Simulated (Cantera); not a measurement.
A Cantera script and its output.

```python
import numpy as np
import cantera as ct

gas = ct.Solution("gri30.yaml")
gas.TPX = 1175, 2666, {'N2O': 1, 'H2O': 0.14}
reactor = ct.IdealGasConstPressureReactor(gas, energy="off", clone=False)
net = ct.ReactorNet([reactor])
net.rtol, net.atol = 1e-08, 1e-18
show = ['N2O', 'H2O', 'NO', 'N2', 'H', 'H2']
times = np.geomspace(6e-05, 50, 14)

steps = ct.SolutionArray(gas, extra=["t"])
rows = []
print(f"{'t/s':>10s}{'T/K':>9s}{'P/Pa':>11s}" + "".join(f"{s:>11s}" for s in show))
for t in times:
    while net.time < t:
        t_next = net.step()
        steps.append(gas.state, t=t_next)
    rows.append([np.interp(t, steps.t, y) for y in (steps.T, steps.P, *steps(*show).X.T)])
    print(f"{t:10.3e}{rows[-1][0]:9.1f}{rows[-1][1]:11.4g}" + "".join(f"{x:11.3e}" for x in rows[-1][2:]))
rate = np.gradient(steps.T, steps.t)
print("integrator steps:", len(steps.t))
if steps.T.max() > steps.T[0] + 200:
    print(f"time of steepest temperature rise: {steps.t[rate.argmax()]:.4e} s")
gas.TPX = 1175, 2666, {'N2O': 1, 'H2O': 0.14}
gas.equilibrate("TP")
print(f"equilibrium (TP): T = {gas.T:.1f} K  " + "  ".join(f"{s} {gas[s].X[0]:.3e}" for s in show))
```

It prints:

```
       t/s      T/K       P/Pa        N2O        H2O         NO         N2          H         H2
 6.000e-05   1175.0       2666  8.772e-01  1.228e-01  8.208e-09  4.689e-07  1.517e-13  1.029e-15
 1.712e-04   1175.0       2666  8.772e-01  1.228e-01  5.792e-08  1.503e-06  4.616e-12  1.029e-13
 4.887e-04   1175.0       2666  8.772e-01  1.228e-01  3.341e-07  5.097e-06  6.321e-11  5.611e-12
 1.395e-03   1175.0       2666  8.772e-01  1.228e-01  1.388e-06  1.667e-05  3.314e-10  1.388e-10
 3.981e-03   1175.0       2666  8.771e-01  1.228e-01  4.501e-06  5.062e-05  1.062e-09  1.815e-09
 1.136e-02   1175.0       2666  8.770e-01  1.228e-01  1.329e-05  1.501e-04  2.653e-09  1.573e-08
 3.242e-02   1175.0       2666  8.765e-01  1.228e-01  3.660e-05  4.422e-04  3.839e-09  8.150e-08
 9.253e-02   1175.0       2666  8.753e-01  1.227e-01  9.459e-05  1.284e-03  4.121e-09  2.182e-07
 2.641e-01   1175.0       2666  8.717e-01  1.226e-01  2.401e-04  3.695e-03  4.159e-09  2.938e-07
 7.537e-01   1175.0       2666  8.616e-01  1.221e-01  6.493e-04  1.049e-02  3.717e-09  2.032e-07
 2.151e+00   1175.0       2666  8.338e-01  1.210e-01  1.896e-03  2.910e-02  3.188e-09  1.252e-07
 6.139e+00   1175.0       2666  7.617e-01  1.179e-01  5.381e-03  7.747e-02  2.932e-09  9.034e-08
 1.752e+01   1175.0       2666  5.979e-01  1.109e-01  1.341e-02  1.873e-01  3.099e-09  8.204e-08
 5.000e+01   1175.0       2666  3.253e-01  9.925e-02  2.669e-02  3.702e-01  4.031e-09  9.725e-08
integrator steps: 1163
equilibrium (TP): T = 1175.0 K  N2O 1.753e-09  H2O 8.536e-02  NO 1.715e-04  N2 6.097e-01  H 6.379e-11  H2 7.124e-09
```

Detailed kinetics in Cantera: GRI-Mech 3.0 (53 species, 325 reactions). GRI-Mech 3.0 was tuned for natural gas; its chemistry of N2O as a main component is partial and can be far from experiment. Radical loss at walls, strong at low pressure, is not modelled. The mechanism lacks the step 2 NO + O2 → 2 NO2, which can matter for NO2 below about 1400 K. The temperature is held fixed by assumption; the heat of reaction is taken as removed at once.
